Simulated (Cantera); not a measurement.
Input: 1 mol Si, 30 mol HCl, 4.5 mol H2, held at 1423 K and 0.0133 bar.

Equilibrium computed with Cantera from the NASA thermochemical tables; the gas is ideal and each condensed phase is pure. Candidate condensed phases: Si; 19 gas species. The tables' values for SiCl3 are old estimates; treat these amounts as uncertain. The numbers say what is thermodynamically allowed, not how fast it happens.

Base state: HCl 0.787, H2 0.184, SiCl4 0.0183, SiCl2 0.00582, SiCl3 0.00518, SiHCl3 0.000331, Cl 8.65e-5, H 2.47e-5 (mole fractions); condensed: gas only.

**Question.** What changes in the equilibrium state with this change: temperature from 1423 K to 598 K?

**Answer.** 
```
species   before   after
-------  -------  ------
HCl        0.787   0.776
H2         0.184   0.194
SiCl4     0.0183  0.0299
SiCl2    0.00582   <1e-9
SiCl3    0.00518   <1e-9
```

**Question.** What changes in the equilibrium state with this change: temperature from 1423 K to 1275 K?

**Answer.** 
```
species   before     after
-------  -------  --------
HCl        0.787     0.778
H2         0.184     0.192
SiCl4     0.0183    0.0275
SiCl2    0.00582  0.000526
Cl       8.65e-5   9.62e-6
H        2.47e-5   2.80e-6
SiCl3    0.00518   0.00149
```

**Question.** What changes in the equilibrium state with this change: HCl from 30 to 9.4 mol?

**Answer.** 
| species | before | after |
|---|---|---|
| HCl | 0.787 | 0.492 |
| H2 | 0.184 | 0.434 |
| SiCl2 | 0.00582 | 0.0386 |
| SiCl3 | 0.00518 | 0.0140 |
| SiCl4 | 0.0183 | 0.0201 |
| SiH2Cl2 | 9.15e-7 | 1.43e-5 |
| SiHCl3 | 0.000331 | 0.00137 |
